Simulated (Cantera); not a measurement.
**Thermodynamics of silicon etching in halogen gases, feed Si + Br2 + H2**

Feed: 1 mol Si, 4.2 mol Br2, a varied amount of H2, equilibrated at 748 K and 1.60 mbar.

Cantera equilibrium calculation (NASA polynomials, part measured and part estimated; ideal gas, pure solids and liquids). Candidate condensed phases: Br2, Si; 19 gas species. Kinetics and transport are ignored.

| n(H2) (mol) | log p H2 | log p HBr | log p Br2 | log p SiBr4 | log p Br | log p SiHBr3 |
|---|---|---|---|---|---|---|
| 0.35 | -12.16 | -3.50 | -3.08 | -3.35 | -5.50 | <-14 |
| 0.51 | -11.81 | -3.36 | -3.14 | -3.37 | -5.53 | <-14 |
| 0.75 | -11.44 | -3.22 | -3.23 | -3.39 | -5.58 | <-14 |
| 1.1 | -11.02 | -3.09 | -3.39 | -3.43 | -5.66 | <-14 |
| 1.6 | -10.48 | -2.97 | -3.70 | -3.48 | -5.81 | -14.61 |
| 2.4 | -4.24 | -2.90 | -9.80 | -3.54 | -8.86 | -8.51 |
| 3.5 | -3.51 | -2.98 | -10.69 | -3.62 | -9.30 | -7.78 |
| 5.1 | -3.25 | -3.07 | -11.13 | -3.72 | -9.52 | -7.52 |
| 7.4 | -3.11 | -3.18 | -11.49 | -3.82 | -9.70 | -7.37 |
| 11 | -3.00 | -3.30 | -11.84 | -3.95 | -9.88 | -7.27 |
| 16 | -2.94 | -3.44 | -12.17 | -4.08 | -10.05 | -7.21 |
| 23 | -2.90 | -3.57 | -12.48 | -4.21 | -10.20 | -7.16 |
| 34 | -2.86 | -3.72 | -12.82 | -4.37 | -10.37 | -7.13 |
log p: log10 of the partial pressure in bar; nothing condenses.

From 0.35 mol H2 to 34 mol H2 nothing is condensed. The main Si-bearing gas is SiBr4 throughout.
